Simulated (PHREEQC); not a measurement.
A column of 0.1 m (30 cells, dispersivity 0.008 m, 720 s a shift, diffusion coefficient 3e-10 m²/s) holds 0.012 eq of the database's cation exchanger X per kg of pore water, first in equilibrium with 0.078 mol (NH4)2SO4 and 1e-05 mol HCl per kg of water. It is flushed with 0.0029 mol/kgw Na2SO4 and 1e-05 mol/kgw HCl, at 15 °C. Values are for the last cell. The system is closed to CO2. No solid was allowed to form.

The numbers come from PHREEQC with the ion-association model, phreeqc.dat.

Task: Predict Na in solution (mol/kgw), NH4 in solution (mol/kgw), S in solution (mol/kgw) at pore volumes = 0.25, 4.217.

Result: 
```tsv
pore volumes	Na in solution (mol/kgw)	NH4 in solution (mol/kgw)	S in solution (mol/kgw)
0.25	3.70e-7	0.156	0.0780
4.217	0.00432	0.00149	0.00290
```

Species that the database lacks are ignored.
